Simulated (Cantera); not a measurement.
Feed: 1 mol Si, 0.92 mol CO2, 170 mol H2, held at 0.0100 bar.

Cantera equilibrium calculation (NASA polynomials, part measured and part estimated; ideal gas, pure solids and liquids). Candidate condensed phases: C, C6H6, C7H8, C8H18, H2O, Si, SiC, SiO2; 123 gas species. Mutual solubility and eutectic melting of coexisting phases are not modelled. The tables hold silica as quartz up to 1696 K and as liquid above; real silica turns to tridymite and cristobalite and melts near 1996 K. Gases not in the tables: Si2H6 and higher silanes. Rates play no part.

x: gas mole fraction; n: condensed amount in mol.

| T (K) | x H2 | x H | x SiO | x CO | x CH4 | n C(graphite) | n SiC(s) | n SiO2(β-quartz) |
|---|---|---|---|---|---|---|---|---|
| 900 | 0.997 | 1.17e-9 | 6.04e-12 | ___ | 0.00310 | 0.314 | 0.0800 | 0.920 |
| 1000 | 0.999 | 2.27e-8 | 1.03e-9 | ___ | 0.000953 | 0.675 | 0.0811 | 0.919 |
| 1100 | 0.999 | 2.58e-7 | 6.78e-8 | ___ | 0.000358 | 0.691 | 0.109 | 0.891 |
| 1200 | 0.997 | 1.97e-6 | 2.63e-6 | 0.00321 | 0.000110 | 0 | 0.354 | 0.646 |
| 1300 | 0.997 | 1.10e-5 | 0.000106 | 0.00331 | 1.19e-5 | 0 | 0.353 | 0.628 |
| 1400 | 0.994 | 4.85e-5 | 0.00236 | ___ | 1.98e-6 | 0 | 0.226 | 0.371 |
| 1500 | 0.989 | 0.000175 | 0.00559 | 0.00512 | 1.07e-6 | 0 | 0.0400 | 0 |
| 1600 | 0.989 | 0.000541 | 0.00558 | 0.00512 | 8.23e-7 | 0 | 0.0397 | 0 |
| 1700 | 0.988 | 0.00146 | 0.00557 | 0.00513 | 6.56e-7 | 0 | 0.0380 | 0 |
| 1800 | 0.986 | 0.00355 | 0.00551 | 0.00517 | 5.40e-7 | 0 | 0.0285 | 0 |
| 1900 | 0.981 | 0.00786 | 0.00534 | 0.00532 | 3.32e-7 | 0 | 0 | 0 |
| 2000 | 0.973 | 0.0160 | 0.00531 | 0.00531 | 6.60e-8 | 0 | 0 | 0 |
| 2100 | 0.958 | 0.0305 | 0.00527 | 0.00527 | 1.45e-8 | 0 | 0 | 0 |
| 2200 | 0.935 | 0.0545 | 0.00520 | 0.00521 | 3.56e-9 | 0 | 0 | 0 |

Question: Fill in the missing entries.

Answer: 
- 900, x CO: 2.13e-7
- 1000, x CO: 1.25e-5
- 1100, x CO: 0.000345
- 1400, x CO: 0.00406
